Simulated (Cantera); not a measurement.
# Low-pressure radical oxidation in H2/O2

An isothermal, constant-pressure homogeneous reactor starts with H2 : O2 : N2 = 0.15 : 1 : 3 (molar parts), equivalence ratio 0.075, at 975 K and 0.0133 bar.

Computed with Cantera and the H2/O2 subset of GRI-Mech 3.0, which has no nitrogen chemistry. Radical loss at walls, strong at low pressure, is not modelled. The temperature is held fixed by assumption; the heat of reaction is taken as removed at once.

```csv
t (s),x H2,x O2,x O,x OH,x H2O,x H2O2
0.000100,0.0361,0.241,<1e-12,<1e-12,<1e-12,<1e-12
0.000388,0.0361,0.241,3.97e-12,2.48e-12,2.64e-12,<1e-12
0.00151,0.0361,0.241,5.83e-11,2.50e-11,9.36e-11,<1e-12
0.00584,0.0361,0.241,1.16e-8,4.63e-9,2.83e-8,<1e-12
0.0227,0.00466,0.225,0.00728,0.00123,0.0246,6.71e-8
0.0879,0.000370,0.226,0.00244,0.000419,0.0354,4.77e-8
0.341,2.27e-5,0.227,0.000150,9.01e-5,0.0367,3.95e-8
1.32,1.24e-6,0.227,9.08e-6,2.21e-5,0.0368,1.56e-8
5.14,1.11e-7,0.227,9.79e-7,7.31e-6,0.0368,4.50e-9
19.9,1.62e-8,0.227,1.62e-7,2.97e-6,0.0368,1.24e-9
77.3,3.16e-9,0.227,3.35e-8,1.35e-6,0.0368,3.37e-10
300,7.08e-10,0.227,7.73e-9,6.47e-7,0.0368,9.03e-11
```
x: mole fraction; the columns are a selection and need not sum to one.

Equilibrium at this temperature and pressure: H2 2.74e-11, O2 0.227, O 3.00e-10, OH 1.27e-7, H2O 0.0368, H2O2 4.11e-12 (gas phase only).
